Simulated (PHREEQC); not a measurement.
PHREEQC input (Pitzer model, pitzer.dat):

```
SOLUTION 1
  temp 25
  units mol/kgw
  pH 7 charge
  C(4) 0.36
  Na 0.5484
  Cl 0.0184
  K 0.01
END
USE solution 1
INCREMENTAL_REACTIONS false
REACTION 1
  H2O -1
  0 9.886 18.011 24.689 30.178 34.689 38.397 41.444
  43.949 46.007 47.699 49.089 50.232 51.172 51.944 52.578
  53.1 53.528 53.88 54.17 54.408 54.603 54.764 54.896
  55.005 moles
EQUILIBRIUM_PHASES 1
  Halite 0 0
  Kalicinite 0 0
  Nahcolite 0 0
  Natron 0 0
  Sylvite 0 0
  Trona 0 0
SELECTED_OUTPUT 1
  -reset false
  -pH true
  -pe true
  -ionic_strength true
  -water true
  -activities H2O
  -totals C Cl K Na
  -molalities H+ Na+ K+ Cl- CO3-2 OH- HCO3- CO2
  -equilibrium_phases Halite Kalicinite Nahcolite Natron Sylvite Trona
PRINT
  -reset false
END
```

Selected output (columns that matter, 9 of 25 rows; water left (kg) added in front):

```
water left (kg)	pH	mu	C	Cl	K	Na	m_H+	m_Na+	m_K+	m_Cl-	la_H2O	Nahcolite	Sylvite	Trona
1	9.6718	0.73837	0.36	0.0184	0.01	0.5484	4.2678e-10	0.5484	0.01	0.0184	-0.0058031	0	0	0
0.555204	9.5774	1.33	0.64841	0.033141	0.018011	0.98775	5.959e-10	0.98775	0.018011	0.033141	-0.0099848	0	0	0
0.308241	9.4694	2.3956	1.1679	0.059694	0.032442	1.7791	8.3573e-10	1.7791	0.032442	0.059694	-0.01705	0	0	0
0.171139	9.4133	4.2118	2.0006	0.10752	0.058432	3.1014	9.6884e-10	3.1014	0.058432	0.10752	-0.028303	0.017625	0	0
0.0950207	9.7184	6.7215	2.7392	0.19364	0.10524	4.722	4.7469e-10	4.722	0.10524	0.19364	-0.042593	0.099717	0	0
0.0500063	9.7852	7.3848	2.869	0.36795	0.19997	5.111	3.7373e-10	5.111	0.19997	0.36795	-0.049278	0.063951	0	0.07629
0.0245252	9.7838	7.2988	2.6726	0.75025	0.40774	4.9531	3.232e-10	4.9531	0.40774	0.75025	-0.054287	0.029515	0	0.13247
0.0103904	9.7725	7.2035	2.2096	1.7709	0.96243	4.6296	2.221e-10	4.6296	0.96243	1.7709	-0.067877	0.01053	0	0.16326
0.00260143	9.5992	7.8774	0.86055	5.8053	2.5763	4.6953	6.5566e-11	4.6953	2.5763	5.8053	-0.12838	0.00091314	0.0032979	0.17842
```

Complexes and solids missing from the database can't appear.
